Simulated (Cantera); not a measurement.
Mixture: CH4 : CO : O2 : N2 : CO2 = 1 : 0.14 : 1.09 : 4.1 : 0.96 (molar parts), at 750 Torr, adiabatic and at constant pressure. Ignition delay is the time to a rise of 400 K.

Computed with Cantera and GRI-Mech 3.0 (53 species, 325 reactions).

Predict: delay at 1025 K; delay at 1075 K; delay at 1125 K; delay at 1175 K; delay at 1225 K; delay at 1275 K; delay at 1325 K; apparent activation energy between 1225 and 1325 K.


```
Property                                                 Value
--------------------------------------------------  ----------
delay at 1025 K                                         1.73 s
delay at 1075 K                                        0.719 s
delay at 1125 K                                        0.314 s
delay at 1175 K                                        0.144 s
delay at 1225 K                                        68.6 ms
delay at 1275 K                                        33.9 ms
delay at 1325 K                                        17.3 ms
apparent activation energy between 1225 and 1325 K  190 kJ/mol
```
